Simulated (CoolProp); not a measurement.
Values from CoolProp's reference Helmholtz-energy equation of state, Fiedler 2023.

### Question
For tetrahydrofuran, give the phase and the cv (kJ/(kg K)) at 242.95 °C and 19.3 MPa; 242.95 °C and 43.4 MPa; 242.95 °C and 48.2 MPa.

### Answer
- 242.95 °C and 19.3 MPa: liquid; cv 1.94
- 242.95 °C and 43.4 MPa: liquid; cv 1.94
- 242.95 °C and 48.2 MPa: liquid; cv 1.94
